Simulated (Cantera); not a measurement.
Input (Python, Cantera):

```python
import numpy as np
import cantera as ct

gas = ct.Solution("gri30.yaml")


def delay(T, t_max=10):
    gas.TPX = T, 1700000, {'CH3OH': 1, 'O2': 2.24, 'N2': 7.84, 'H2O': 1}
    reactor = ct.IdealGasConstPressureReactor(gas, clone=False)
    net = ct.ReactorNet([reactor])
    net.rtol, net.atol = 1e-8, 1e-16
    while net.time < t_max:
        t_old, T_old = net.time, reactor.T
        net.step()
        if reactor.T > T + 400:  # ignition: a rise of 400 K
            return t_old + (T + 400 - T_old) / (reactor.T - T_old) * (net.time - t_old)
    return np.nan


taus = []
for T in [1000, 1100, 1200, 1300, 1400, 1500, 1600]:
    taus.append(delay(T))
    print(f"T0 = {T:6g} K   tau = {taus[-1]:.4e} s")
```

Result:

```
T0 =   1000 K   tau = 5.8676e-02 s
T0 =   1100 K   tau = 6.3515e-03 s
T0 =   1200 K   tau = 9.7953e-04 s
T0 =   1300 K   tau = 2.0407e-04 s
T0 =   1400 K   tau = 5.5251e-05 s
T0 =   1500 K   tau = 1.8726e-05 s
T0 =   1600 K   tau = 7.6017e-06 s
```

Computed with Cantera and GRI-Mech 3.0 (53 species, 325 reactions). GRI-Mech 3.0 was tuned for natural gas; its chemistry of methanol as a main component is partial and can be far from experiment. The pressure lies above the range GRI-Mech 3.0 was tuned for (to about 10 atm).
